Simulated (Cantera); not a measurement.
An isothermal plug-flow reactor at 675 K and 5.00 bar (inlet), inlet velocity 0.83 m/s, active area per volume 490 1/m; feed H2 : O2 : N2 = 0.0057 : 0.036 : 0.4 (molar parts).

Model: Deutschmann's 1995 Pt surface mechanism with GRI-Mech 3.0 gas chemistry, integrated in Cantera. Catalytic surfaces can have several steady states; this one follows from the mechanism file's or the stated starting coverage. Mass transfer to the wall is taken as infinitely fast.

x: gas mole fraction; θ: surface coverage.

| z (m) | x H2 | x O2 | x H2O | θ free Pt | θ O* | θ OH* |
|---|---|---|---|---|---|---|
| 0.00042 | (withheld) | 0.0774 | 0.00898 | 0.0905 | 0.894 | 0.0153 |
| 0.0009 | (withheld) | 0.0766 | 0.0108 | 0.0505 | 0.937 | 0.0122 |
| 0.0019 | (withheld) | 0.0761 | 0.0119 | 0.0263 | 0.965 | 0.00920 |
| 0.0042 | (withheld) | 0.0758 | 0.0125 | 0.0126 | 0.981 | 0.00653 |
| 0.009 | (withheld) | 0.0756 | 0.0127 | 0.00645 | 0.989 | 0.00472 |
| 0.019 | (withheld) | 0.0756 | 0.0129 | 0.00381 | 0.993 | 0.00364 |
| 0.042 | (withheld) | 0.0756 | 0.0130 | 0.00274 | 0.994 | 0.00310 |

**Question.** Fill in the missing entries.

**Answer.** 
- 0.00042, x H2: 0.00398
- 0.0009, x H2: 0.00220
- 0.0019, x H2: 0.00113
- 0.0042, x H2: 0.000528
- 0.009, x H2: 0.000241
- 0.019, x H2: 9.91e-5
- 0.042, x H2: 2.61e-5
